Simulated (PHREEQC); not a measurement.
# Leach liquor (model solution)

A solution holds 0.0114 mol/kgw HCl and 0.0057 mol/kgw CuSO4, at 20 °C. Closed to the air; pH follows from the charge balance.

Equilibrium calculation in PHREEQC: ion-association model, phreeqc.dat.

This is a speciation only: nothing precipitates in the calculation.

**Question.** Estimate the pH, specific conductance.

**Answer.** pH 2.06; specific conductance 4240 µS/cm.

**Question.** In which forms is S present?

**Answer.** SO4-2 57 %, HSO4- 27 %, CuSO4 16 % of the S.
